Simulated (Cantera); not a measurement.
A Cantera script and what it prints.

```python
import numpy as np
import cantera as ct

gas_names = """
    AL ALC ALN ALO ALO2 AL2 AL2O AL2O2 C CN CO CO2 C2 CCN CNC C2N2 C2O C3 C3O2 C4 C4N2 C5 N NCO NO NO2
    NO3 N2 N2O O O2 O3
""".split()
cond_names = """
    AL(cr) AL(L) ALN(s) AL2O3(a) AL2O3(L) C(gr)
""".split()


# ... load() reads the species with a 1 bar reference pressure and builds the phases ...
atoms = {
    'Al2O3': {'AL': 2, 'O': 3},
    'C': {'C': 1},
    'N2': {'N': 2},
}
top_T = {'ALN(s)': 2750, 'C(gr)': 4500}  # K; cautious upper limits of use, not melting points


# ... equilibrate(T, P, feed) seeds the gas with the atoms and calls Mixture.equilibrate('TP', solver="vcs", rtol=1e-11, max_steps=5000) ...
results = []
feed = {'Al2O3': 1, 'C': 0.013, 'N2': 1.5}  # mol
T = 2825  # K
for P in [1, 7.2, 52, 370, 2700, 19000, 140000, 1000000]:
    mix = equilibrate(T, P, feed)
    results.append((T, P, feed, dict(zip(mix.species_names, mix.species_moles))))

top = {s: max(r[3][s] / sum(r[3][g] for g in gas_names) for r in results) for s in gas_names}
cols = sorted((s for s in top if top[s] > 0.0001), key=lambda s: -top[s])[:8]
seen = [c for c in cond_names if any(r[3].get(c, 0) > 1e-12 for r in results)]
print("log10 of partial pressures in bar; condensed amounts in mol")
print(f"{'P/Pa':>10s}" + "".join(f"{s[:9]:>10s}" for s in cols + seen))
for T, P, feed, n in results:
    ng = sum(n[g] for g in gas_names)
    print(f"{P:10.4g}" + "".join(f"{np.log10(max(n[s] / ng * P / 1e5, 1e-99)):10.3f}" for s in cols)
          + "".join(f"{n.get(c, 0):10.4g}" for c in seen))
```

Output:

```
log10 of partial pressures in bar; condensed amounts in mol
      P/Pa        N2         O        AL       ALO      AL2O        O2        CO        NO  AL2O3(L)
         1    -5.636    -5.341    -5.515    -7.422    -9.651    -8.237    -7.697    -7.965         0
       7.2    -4.769    -4.501    -4.679    -5.746    -7.139    -6.557    -6.829    -6.691         0
        52    -3.855    -3.723    -3.965    -4.253    -4.932    -5.000    -5.920    -5.456         0
       370    -2.518    -3.556    -3.800    -3.921    -4.435    -4.666    -4.590    -4.620    0.9125
      2700    -1.584    -3.661    -3.642    -3.868    -4.224    -4.876    -3.655    -4.259     0.986
   1.9e+04    -0.728    -4.005    -3.126    -3.696    -3.537    -5.564    -2.795    -4.175    0.9938
   1.4e+05     0.140    -4.500    -2.383    -3.449    -2.546    -6.555    -1.923    -4.236    0.9945
     1e+06     0.994    -4.983    -1.660    -3.207    -1.581    -7.519    -1.068    -4.291    0.9943
```

Method: chemical equilibrium by Gibbs-energy minimisation in Cantera with the NASA 1993 tables (ideal gas, pure condensed phases).
